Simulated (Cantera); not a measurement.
A perfectly stirred reactor is fed with 12.8 % CH4, 18.3 % O2, 68.8 % N2, equivalence ratio 1.4, at 1730 Torr; it is adiabatic with a 748 K inlet, and is followed from long to short residence time, starting on the burning branch (τ in s: 0.22, 0.1, 0.049, 0.024, 0.011, 0.0054, 0.0026, 0.0012, 0.00059, 0.00028, 0.00013, 6.4e-05).

Model: GRI-Mech 3.0 (53 species, 325 reactions), integrated in Cantera.

One state of this run: T (K) = 2276; x CH4 = 0.000151; x O2 = 0.000513; x C2H6 = 1.36e-8; x H2O2 = 3.47e-8; x OH = 0.00175; x H2 = 0.0581. x: mole fraction; the columns are a selection and need not sum to one.

### Question
Which value of τ (s) does it belong to?
A. 0.00028
B. 0.10
C. 0.0026
D. 0.0012

### Answer
C, 0.0026
